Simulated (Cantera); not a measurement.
Input: 1 mol Fe(CO)5, 0.09 mol CO, 15 mol H2, at 1148.15 K.

These are equilibrium values from Cantera (NASA tables, ideal gas, pure condensed phases), not measurements of a reactor. Candidate condensed phases: C, C6H6, C7H8, C8H18, Fe, Fe(CO)5, FeO, Fe(OH)2, Fe(OH)3, Fe2O3, Fe3O4, H2O; 114 gas species. Kinetics and transport are ignored.

x: gas mole fraction; n: condensed amount in mol.

```tsv
P (Pa)	x H2	x CO	x CH4	x H2O	x CO2	x C2H6	n Fe(α)
10	0.747	0.253	1.22e-6	9.85e-7	2.83e-7	<1e-12	1.000
68	0.747	0.253	8.43e-6	6.59e-6	1.89e-6	<1e-12	1.00
460	0.747	0.253	5.72e-5	4.45e-5	1.28e-5	___	1.00
3200	0.746	0.253	0.000397	0.000309	8.86e-5	___	1.00
22000	0.743	0.251	0.00271	0.00210	0.000602	___	1.00
150000	0.724	0.241	0.0173	0.0135	0.00381	___	1.00
1000000	0.636	0.194	0.0847	0.0673	0.0174	___	1.00
```

Task: Some entries are withheld; supply them.

Result: 
- 460, x C2H6: 2.42e-12
- 3200, x C2H6: 1.17e-10
- 22000, x C2H6: 5.44e-9
- 150000, x C2H6: 2.29e-7
- 1000000, x C2H6: 6.22e-6
